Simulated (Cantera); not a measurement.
Feed: 1 mol FeS₂, 2.2 mol SO₃, 3.6 mol N₂, held at 1750 K and 13300 Pa.

Equilibrium computed with Cantera from the NASA thermochemical tables; the gas is ideal and each condensed phase is pure. Candidate condensed phases: Fe, FeO, FeS, FeSO₄, FeS₂, Fe₂O₃, Fe₂(SO₄)₃, Fe₃O₄, S; 19 gas species. The tables' stoichiometric FeO is somewhat more stable than real wüstite, so its field is too wide. FeO: taken at fixed stoichiometry. Kinetics and transport are ignored.

Base state: N₂ 0.505, SO₂ 0.382, S₂ 0.0909, SO 0.0193, S₂O 0.00295, S 0.000405 (mole fractions); condensed: FeO(l).

Question: What changes in the equilibrium state with this change: temperature from 1750 K to 1700 K?

Answer: 
```tsv
species	before	after
N₂	0.505	0.505
SO₂	0.382	0.384
S₂	0.0909	0.0921
SO	0.0193	0.0152
S	0.000405	0.000263
S₂O	0.00295	0.00301
FeO(l), mol	1.000	1.000
```
